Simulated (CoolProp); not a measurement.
Vapour-liquid equilibrium of propane (1) + dimethyl ether (2) at 232.7 K; x and y are mole fractions of (1).

Computed with CoolProp (multi-fluid Helmholtz-energy mixture model, Lemmon 2009 and Wu 2011; pair parameters Bell 2016).

Question: Give the bubble pressure and the first vapour's composition at x = 0.05, 0.2, 0.65. Is there an azeotrope?

Answer: x = 0.05: 0.05705 MPa, y = 0.186; x = 0.2: 0.07567 MPa, y = 0.464; x = 0.65: 0.1017 MPa, y = 0.764. No azeotrope shows between x = 0.05 and 0.95.

The pair parameters rest on a limited set of measurements; away from them the model extrapolates.
